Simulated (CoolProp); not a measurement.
n-octane along the isotherm 235.65 °C: fugacity coefficient from the reference equation and from simpler models built on Tc = 295.6 °C, pc = 24.84 bar, ω = 0.398; each cubic takes its own stable root.

Computed with CoolProp (reference Helmholtz-energy equation of state, Beckmüller 2019).

```tsv
p (bar)	phase	reference	van der Waals	Redlich-Kwong	Soave-Redlich-Kwong	Peng-Robinson
4.43	gas	0.9051	0.9311	0.9174	0.9114	0.9046
8.87	gas	0.8107	0.8620	…	0.8235	0.8112
13.3	liquid	0.6126	0.7915	0.7389	0.6346	0.6172
17.7	liquid	0.4717	0.6791	0.5734	0.4912	0.4761
22.2	liquid	0.3856	0.5656	0.4721	0.4036	0.3898
26.6	liquid	0.3296	0.4920	0.4063	…	0.3337
31	liquid	0.2897	0.4396	0.3594	0.3061	0.2937
35.5	liquid	0.2592	0.3998	…	0.2751	0.2631
39.9	liquid	…	0.3699	0.2965	0.2517	0.2400
44.3	liquid	0.2178	0.3463	0.2749	0.2331	0.2215
48.8	liquid	0.2025	0.3269	0.2570	0.2176	0.2062
53.2	liquid	0.1901	0.3114	0.2425	0.2051	0.1937
57.7	liquid	0.1795	0.2982	0.2301	0.1944	0.1831
62.1	liquid	0.1707	0.2875	0.2199	0.1856	0.1742
```

Task: Some entries are withheld; supply them.

Result: 
- 8.87, Redlich-Kwong: 0.8357
- 26.6, Soave-Redlich-Kwong: 0.3467
- 35.5, Redlich-Kwong: 0.3235
- 39.9, reference: 0.2362

At some of these states van der Waals gives the other phase, because its saturation line lies elsewhere.
